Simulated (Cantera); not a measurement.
## Equilibrium for boron, boron nitride and boron oxide: borazine + O₂

Charge: 1 mol borazine, 0.29 mol O₂, at 1248 K.

Cantera equilibrium calculation (NASA polynomials, part measured and part estimated; ideal gas, pure solids and liquids). Candidate condensed phases: B, BN, B₂O₃, B₃O₃H₃, H₂O; 39 gas species. The feed counts by its element totals alone. Mutual solubility and eutectic melting of coexisting phases are not modelled. Gases not in the tables: H₃BO₃. The numbers say what is thermodynamically allowed, not how fast it happens.

| P (Pa) | log p H₂ | log p N₂ | log p H₂O | log p HBO₂ | n BN(s) | n B₂O₃(l) |
|---|---|---|---|---|---|---|
| 10 | -4.03 | -5.22 | -7.83 | -6.71 | 2.61 | 0.187 |
| 46 | -3.37 | -4.56 | -6.94 | -6.27 | 2.61 | 0.190 |
| 220 | -2.69 | -3.88 | -6.04 | -5.81 | 2.61 | 0.191 |
| 1000 | -2.03 | -3.22 | -5.16 | -5.38 | 2.62 | 0.192 |
| 4600 | -1.36 | -2.56 | -4.28 | -4.93 | 2.62 | 0.192 |
| 22000 | -0.69 | -1.88 | -3.37 | -4.48 | 2.62 | 0.191 |
| 100000 | -0.03 | -1.23 | -2.50 | -4.04 | 2.62 | 0.190 |
log p: log10 of the partial pressure in bar; n: condensed amount in mol.

From 10.0 Pa to 100000 Pa the condensed part is BN(s) + B₂O₃(l).
